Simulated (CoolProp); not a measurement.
Properties of octamethyltrisiloxane (MDM) along the isotherm 575 K (Tc = 565.4 K, pc = 1438 kPa, ω = 0.528).

Computed with CoolProp (reference Helmholtz-energy equation of state, Thol 2017).

| p (kPa) | phase | density (kg/m³) | cv (kJ/(kg K)) | isothermal compressibility (1/MPa) | fugacity coefficient |
|---|---|---|---|---|---|
| 1600 | supercritical | 217.2 | 2.184 | 4.077 | 0.6492 |
| 3190 | supercritical | 463.2 | 2.133 | 0.07227 | 0.3958 |
| 4790 | supercritical | 501.7 | 2.124 | 0.03601 | 0.3104 |
| 6390 | supercritical | 525.7 | 2.120 | 0.02419 | 0.2714 |
| 7990 | supercritical | 543.7 | 2.118 | 0.01828 | 0.2517 |
| 9580 | supercritical | 558.0 | 2.117 | 0.01473 | 0.2421 |
| 11200 | supercritical | 570.3 | 2.116 | 0.01231 | 0.2387 |
| 12800 | supercritical | 580.8 | 2.116 | 0.01060 | 0.2397 |
| 14400 | supercritical | 590.1 | 2.115 | 0.009314 | 0.2439 |
